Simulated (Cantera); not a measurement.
A Cantera script and its output.

```python
import numpy as np
import cantera as ct

gas = ct.Solution("gri30.yaml")
gas.TPX = 1175, 1700, {'H2': 0.11, 'O2': 1}
reactor = ct.IdealGasConstPressureReactor(gas, energy="off", clone=False)
net = ct.ReactorNet([reactor])
net.rtol, net.atol = 1e-08, 1e-18
show = ['H2', 'O2', 'H2O2', 'H2O', 'OH', 'HO2']
times = np.geomspace(7e-05, 60, 13)

steps = ct.SolutionArray(gas, extra=["t"])
rows = []
print(f"{'t/s':>10s}{'T/K':>9s}{'P/Pa':>11s}" + "".join(f"{s:>11s}" for s in show))
for t in times:
    while net.time < t:
        t_next = net.step()
        steps.append(gas.state, t=t_next)
    rows.append([np.interp(t, steps.t, y) for y in (steps.T, steps.P, *steps(*show).X.T)])
    print(f"{t:10.3e}{rows[-1][0]:9.1f}{rows[-1][1]:11.4g}" + "".join(f"{x:11.3e}" for x in rows[-1][2:]))
rate = np.gradient(steps.T, steps.t)
print("integrator steps:", len(steps.t))
if steps.T.max() > steps.T[0] + 200:
    print(f"time of steepest temperature rise: {steps.t[rate.argmax()]:.4e} s")
gas.TPX = 1175, 1700, {'H2': 0.11, 'O2': 1}
gas.equilibrate("TP")
print(f"equilibrium (TP): T = {gas.T:.1f} K  " + "  ".join(f"{s} {gas[s].X[0]:.3e}" for s in show))
```

It prints:

```
       t/s      T/K       P/Pa         H2         O2       H2O2        H2O         OH        HO2
 7.000e-05   1175.0       1700  9.910e-02  9.009e-01  1.294e-12  1.844e-09  1.889e-09  4.526e-09
 2.185e-04   1175.0       1700  9.910e-02  9.009e-01  1.264e-11  4.887e-08  2.044e-08  1.428e-08
 6.822e-04   1175.0       1700  9.907e-02  9.009e-01  1.665e-10  1.852e-05  6.058e-06  1.110e-07
 2.130e-03   1175.0       1700  4.165e-03  8.386e-01  2.630e-07  7.926e-02  6.343e-03  7.938e-06
 6.649e-03   1175.0       1700  2.054e-03  8.553e-01  2.212e-07  8.989e-02  4.692e-03  7.655e-06
 2.076e-02   1175.0       1700  7.787e-04  8.815e-01  2.379e-07  9.958e-02  2.897e-03  6.320e-06
 6.481e-02   1175.0       1700  1.180e-04  8.934e-01  1.654e-07  1.034e-01  1.126e-03  2.888e-06
 2.023e-01   1175.0       1700  1.321e-05  8.954e-01  6.795e-08  1.040e-01  3.810e-04  6.785e-07
 6.316e-01   1175.0       1700  1.870e-06  8.956e-01  2.260e-08  1.042e-01  1.453e-04  1.340e-07
 1.972e+00   1175.0       1700  3.584e-07  8.957e-01  7.211e-09  1.042e-01  6.421e-05  3.111e-08
 6.156e+00   1175.0       1700  8.534e-08  8.957e-01  2.300e-09  1.042e-01  3.151e-05  1.056e-08
 1.922e+01   1175.0       1700  2.371e-08  8.957e-01  7.605e-10  1.043e-01  1.666e-05  7.731e-09
 6.000e+01   1175.0       1700  8.692e-09  8.957e-01  3.176e-10  1.043e-01  1.010e-05  9.810e-09
integrator steps: 2008
equilibrium (TP): T = 1175.0 K  H2 6.356e-09  O2 8.957e-01  H2O2 2.453e-10  H2O 1.043e-01  OH 8.626e-06  HO2 1.105e-08
```

Cantera simulation using GRI-Mech 3.0 (53 species, 325 reactions); the numbers are that mechanism's predictions, not measurements. Radical loss at walls, strong at low pressure, is not modelled. The temperature is held fixed by assumption; the heat of reaction is taken as removed at once.
